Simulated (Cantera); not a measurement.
Adiabatic ignition

An adiabatic, constant-pressure homogeneous reactor starts with 47.6 % H₂, 9.90 % O₂, 37.3 % N₂, 5.24 % H₂O, equivalence ratio 2.4, at 1375 K and 750 Torr.

Computed with Cantera and the H2/O2 subset of GRI-Mech 3.0, which has no nitrogen chemistry.

| t (s) | T (K) | x H₂ | x O₂ | x H₂O | x OH | x O |
|---|---|---|---|---|---|---|
| 5.00e-6 | 1375 | 0.476 | 0.0990 | 0.0524 | 6.66e-8 | 9.02e-8 |
| 1.29e-5 | 1375 | 0.476 | 0.0989 | 0.0525 | 6.09e-6 | 8.12e-6 |
| 3.35e-5 | 1868 | 0.237 | 0.00170 | 0.241 | 0.00961 | 0.00381 |
| 8.65e-5 | 2288 | 0.272 | 0.000610 | 0.255 | 0.00953 | 0.00154 |
| 0.000224 | 2502 | 0.289 | 0.000199 | 0.264 | 0.00661 | 0.000524 |
| 0.000579 | 2590 | 0.296 | 8.65e-5 | 0.269 | 0.00470 | 0.000233 |
| 0.00150 | 2601 | 0.296 | 7.57e-5 | 0.269 | 0.00444 | 0.000205 |
| 0.00387 | 2601 | 0.296 | 7.57e-5 | 0.269 | 0.00444 | 0.000205 |
| 0.0100 | 2601 | 0.296 | 7.57e-5 | 0.269 | 0.00444 | 0.000205 |
| 0.0259 | 2601 | 0.296 | 7.57e-5 | 0.269 | 0.00444 | 0.000205 |
| 0.0670 | 2601 | 0.296 | 7.57e-5 | 0.269 | 0.00444 | 0.000205 |
| 0.173 | 2601 | 0.296 | 7.57e-5 | 0.269 | 0.00444 | 0.000205 |
| 0.448 | 2601 | 0.296 | 7.57e-5 | 0.269 | 0.00444 | 0.000205 |
| 1.16 | 2601 | 0.296 | 7.57e-5 | 0.269 | 0.00444 | 0.000205 |
| 3.00 | 2601 | 0.296 | 7.57e-5 | 0.269 | 0.00444 | 0.000205 |
x: mole fraction; the columns are a selection and need not sum to one.

```yaml
time_of_steepest_temperature_rise: 25.3 µs
temperature at 3.00 s: 2601 K
equilibrium_temperature: 2601 K
x(H₂) at 3.00 s: 0.296 (gas-phase equilibrium 0.296)
x(O₂) at 3.00 s: 7.57e-5 (gas-phase equilibrium 7.57e-5)
x(H₂O) at 3.00 s: 0.269 (gas-phase equilibrium 0.269)
```
